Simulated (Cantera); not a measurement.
A perfectly stirred reactor is fed with N₂O : H₂O = 1 : 0.084 (molar parts), at 180 Torr; it is held at 1400 K, and followed from long to short residence time.

Model: GRI-Mech 3.0 (53 species, 325 reactions), integrated in Cantera. GRI-Mech 3.0 was tuned for natural gas; its chemistry of N2O as a main component is partial and can be far from experiment. The temperature is held fixed by assumption; the heat of reaction is taken as removed at once.

Problem. What does this change do: pressure from 180 Torr to 760 Torr?

Solution. 
```
quantity                 before    after
----------------------  -------  -------
x(N₂O) at τ = 1.90 s     0.0750   0.0262
x(H₂O) at τ = 1.90 s     0.0550   0.0537
x(H₂O₂) at τ = 1.90 s   1.61e-8  2.78e-8
x(H₂) at τ = 1.90 s     1.14e-6  3.77e-7
x(NO) at τ = 1.90 s      0.0707   0.0385
x(N₂O) at τ = 17.0 ms     0.818    0.624
x(H₂O) at τ = 17.0 ms    0.0746   0.0695
x(H₂O₂) at τ = 17.0 ms  6.81e-8  1.00e-7
x(H₂) at τ = 17.0 ms    1.19e-6  8.59e-7
x(NO) at τ = 17.0 ms     0.0109   0.0297
```

Problem. What does this change do: pressure from 180 Torr to 47.3 Torr?

Solution. 
```
quantity                 before    after
----------------------  -------  -------
x(N₂O) at τ = 1.90 s     0.0750    0.206
x(H₂O) at τ = 1.90 s     0.0550   0.0584
x(H₂O₂) at τ = 1.90 s   1.61e-8  7.02e-9
x(H₂) at τ = 1.90 s     1.14e-6  1.40e-6
x(NO) at τ = 1.90 s      0.0707   0.0722
x(N₂O) at τ = 17.0 ms     0.818    0.892
x(H₂O) at τ = 17.0 ms    0.0746   0.0766
x(H₂O₂) at τ = 17.0 ms  6.81e-8  1.14e-7
x(H₂) at τ = 17.0 ms    1.19e-6  1.56e-6
x(NO) at τ = 17.0 ms     0.0109  0.00322
```

Problem. What does this change do: temperature 1400 to 1223 K?

Solution. 
```
quantity                 before     after
----------------------  -------  --------
x(N₂O) at τ = 1.90 s     0.0750     0.511
x(H₂O) at τ = 1.90 s     0.0550    0.0666
x(H₂O₂) at τ = 1.90 s   1.61e-8   1.90e-8
x(H₂) at τ = 1.90 s     1.14e-6   9.66e-8
x(NO) at τ = 1.90 s      0.0707    0.0237
x(N₂O) at τ = 17.0 ms     0.818     0.915
x(H₂O) at τ = 17.0 ms    0.0746    0.0773
x(H₂O₂) at τ = 17.0 ms  6.81e-8   1.03e-7
x(H₂) at τ = 17.0 ms    1.19e-6   2.33e-7
x(NO) at τ = 17.0 ms     0.0109  0.000394
```
The mechanism lacks the step 2 NO + O2 → 2 NO2, which can matter for NO2 below about 1400 K.
